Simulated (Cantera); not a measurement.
A freely propagating, adiabatic, planar premixed flame of CH4 : O2 : N2 = 1 : 1.3 : 6.27 (molar parts), equivalence ratio 1.5, unburnt at 475 K and 1.01 bar; mixture-averaged transport, grid criteria slope 0.08 and curve 0.16, no radiation.

Detailed kinetics in Cantera: GRI-Mech 3.0 (53 species, 325 reactions). Burning velocities carry a grid error of a few per cent, more on coarse grids.

Q: Predict: laminar burning velocity; thermal thickness; peak x(CH2); peak x(C2H2); peak x(CH2O).

A: 
```
Quantity                     Result
------------------------  ---------
laminar burning velocity  12.3 cm/s
thermal thickness           1.75 mm
peak x(CH2)                 7.79e-6
peak x(C2H2)                0.00372
peak x(CH2O)               0.000751
```
